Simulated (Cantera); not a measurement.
## Thermodynamics of carbothermic reduction, feed PbO + CH₄ + H₂

Charge: 1 mol PbO, 0.93 mol CH₄, 14 mol H₂, equilibrated at 1.00 bar.

Method: chemical equilibrium by Gibbs-energy minimisation in Cantera with the NASA 1993 tables (ideal gas, pure condensed phases). Candidate condensed phases: C, C₆H₆, C₇H₈, C₈H₁₈, H₂O, Pb, PbO, PbO₂, Pb₃O₄; 113 gas species. The numbers say what is thermodynamically allowed, not how fast it happens.

```json
[
 {"T (K)": "1425", "x H₂": "0.930", "x Pb": "0.0114", "x CO": "0.0545", "x H₂O": "0.00414", "x H": "6.58e-6", "x CH₄": "0.000121", "n Pb(l)": "0.805"},
 {"T (K)": "1475", "x H₂": "0.922", "x Pb": "0.0192", "x CO": "0.0542", "x H₂O": "0.00406", "x H": "1.25e-5", "x CH₄": "6.29e-5", "n Pb(l)": "0.671"},
 {"T (K)": "1525", "x H₂": "0.911", "x Pb": "0.0311", "x CO": "0.0535", "x H₂O": "0.00399", "x H": "2.26e-5", "x CH₄": "3.33e-5", "n Pb(l)": "0.460"},
 {"T (K)": "1575", "x H₂": "0.894", "x Pb": "0.0489", "x CO": "0.0526", "x H₂O": "0.00390", "x H": "3.93e-5", "x CH₄": "1.80e-5", "n Pb(l)": "0.136"},
 {"T (K)": "1625", "x H₂": "0.888", "x Pb": "0.0561", "x CO": "0.0522", "x H₂O": "0.00387", "x H": "6.65e-5", "x CH₄": "1.04e-5", "n Pb(l)": "0"},
 {"T (K)": "1675", "x H₂": "0.888", "x Pb": "0.0561", "x CO": "0.0522", "x H₂O": "0.00387", "x H": "0.000109", "x CH₄": "6.31e-6", "n Pb(l)": "0"},
 {"T (K)": "1725", "x H₂": "0.887", "x Pb": "0.0562", "x CO": "0.0522", "x H₂O": "0.00387", "x H": "0.000175", "x CH₄": "3.96e-6", "n Pb(l)": "0"},
 {"T (K)": "1775", "x H₂": "0.887", "x Pb": "0.0562", "x CO": "0.0522", "x H₂O": "0.00388", "x H": "0.000273", "x CH₄": "2.55e-6", "n Pb(l)": "0"},
 {"T (K)": "1825", "x H₂": "0.887", "x Pb": "0.0562", "x CO": "0.0522", "x H₂O": "0.00388", "x H": "0.000415", "x CH₄": "1.68e-6", "n Pb(l)": "0"},
 {"T (K)": "1875", "x H₂": "0.887", "x Pb": "0.0562", "x CO": "0.0522", "x H₂O": "0.00388", "x H": "0.000617", "x CH₄": "1.14e-6", "n Pb(l)": "0"},
 {"T (K)": "1925", "x H₂": "0.887", "x Pb": "0.0562", "x CO": "0.0522", "x H₂O": "0.00388", "x H": "0.000900", "x CH₄": "7.84e-7", "n Pb(l)": "0"},
 {"T (K)": "1975", "x H₂": "0.886", "x Pb": "0.0561", "x CO": "0.0522", "x H₂O": "0.00388", "x H": "0.00129", "x CH₄": "5.51e-7", "n Pb(l)": "0"}
]
```
x: gas mole fraction; n: condensed amount in mol.

From 1425 K to 1575 K the condensed part is Pb(l). From 1625 K to 1975 K nothing is condensed. The main Pb-bearing gas is Pb throughout.
